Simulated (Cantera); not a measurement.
A Cantera script and what it prints.

```python
import numpy as np
import cantera as ct

gas_names = [...]  # 77 gases of nasa_gas.yaml made of C, H, Ti
cond_names = """
    C(gr) C6H6(L) C7H8(L) C8H18(L),n-octa Ti(a) Ti(b) Ti(L) TiC(s) TiC(L)
""".split()


# ... load() reads the species with a 1 bar reference pressure and builds the phases ...
atoms = {
    'Ti': {'Ti': 1},
    'C3H8': {'C': 3, 'H': 8},
    'H2': {'H': 2},
}
top_T = {'C(gr)': 4500}  # K; cautious upper limits of use, not melting points


# ... equilibrate(T, P, feed) seeds the gas with the atoms and calls Mixture.equilibrate('TP', solver="vcs", rtol=1e-11, max_steps=5000) ...
results = []
feed = {'Ti': 1, 'C3H8': 0.37, 'H2': 14}  # mol
P = 10000  # Pa
for T in [1148, 1248, 1348, 1448, 1548, 1648, 1748, 1848]:
    mix = equilibrate(T, P, feed)
    results.append((T, P, feed, dict(zip(mix.species_names, mix.species_moles))))
    x = sorted(zip(gas.X, gas.species_names), reverse=True)
    print(f"T = {T:g} K  P = {P:g} Pa  gas = {mix.phase_moles(0):.4g} mol")
    print("   x: " + "  ".join(f"{s} {v:.3e}" for v, s in x if v > 1e-06))
    print("   condensed (mol): " + ("  ".join(f"{mix.phase(i).name} {mix.phase_moles(i):.4g}"
          for i in range(1, mix.n_phases) if mix.phase_moles(i) > 1e-12) or "none"))
```

Output:

```
T = 1148 K  P = 10000 Pa  gas = 15.44 mol
   x: H2 9.976e-01  CH4 2.368e-03
   condensed (mol): C(gr) 0.07343  TiC(s) 1
T = 1248 K  P = 10000 Pa  gas = 15.46 mol
   x: H2 9.989e-01  CH4 1.112e-03  H 1.476e-06
   condensed (mol): C(gr) 0.09279  TiC(s) 1
T = 1348 K  P = 10000 Pa  gas = 15.47 mol
   x: H2 9.994e-01  CH4 5.827e-04  H 7.314e-06  C2H2,acetylene 1.202e-06
   condensed (mol): C(gr) 0.1009  TiC(s) 1
T = 1448 K  P = 10000 Pa  gas = 15.48 mol
   x: H2 9.996e-01  CH4 3.334e-04  H 2.914e-05  C2H2,acetylene 4.751e-06
   condensed (mol): C(gr) 0.1047  TiC(s) 1
T = 1548 K  P = 10000 Pa  gas = 15.48 mol
   x: H2 9.997e-01  CH4 2.050e-04  H 9.736e-05  C2H2,acetylene 1.569e-05
   condensed (mol): C(gr) 0.1063  TiC(s) 1
T = 1648 K  P = 10000 Pa  gas = 15.48 mol
   x: H2 9.995e-01  H 2.815e-04  CH4 1.338e-04  C2H2,acetylene 4.471e-05
   condensed (mol): C(gr) 0.1065  TiC(s) 1
T = 1748 K  P = 10000 Pa  gas = 15.48 mol
   x: H2 9.991e-01  H 7.222e-04  C2H2,acetylene 1.128e-04  CH4 9.180e-05  CH3 1.347e-06
   condensed (mol): C(gr) 0.1051  TiC(s) 1
T = 1848 K  P = 10000 Pa  gas = 15.49 mol
   x: H2 9.980e-01  H 1.675e-03  C2H2,acetylene 2.570e-04  CH4 6.561e-05  CH3 2.219e-06
   condensed (mol): C(gr) 0.101  TiC(s) 1
```

These are equilibrium values from Cantera (NASA tables, ideal gas, pure condensed phases), not measurements of a reactor. TiC: taken at fixed stoichiometry.
